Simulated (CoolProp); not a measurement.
Saturated liquid density (kg/m³) of ethylbenzene: the reference equation beside estimates from Tc = 344.0 °C, pc = 3.622 MPa, ω = 0.304.

The numbers come from the reference Helmholtz-energy equation of state, Zhou 2012 in CoolProp.

```csv
T (°C),reference,van der Waals,Redlich-Kwong
26.95,860.8,495.1,___
49.75,840.7,484.9,___
72.55,___,474.2,700.9
95.25,___,463.0,681.7
118.05,778.0,451.0,661.1
140.75,755.7,438.4,639.0
163.55,732.3,___,615.1
186.25,___,410.5,589.3
209.05,681.4,394.8,561.1
```

Problem. Complete the blanks.

Solution. 
- 26.95, Redlich-Kwong: 735.7
- 49.75, Redlich-Kwong: 718.9
- 72.55, reference: 820.3
- 95.25, reference: 799.5
- 163.55, van der Waals: 424.9
- 186.25, reference: 707.8

Absolute difference from the reference over all 9 rows, mean and median: van der Waals 42.1 and 42.1 %, Redlich-Kwong 15.5 and 15.0 %.
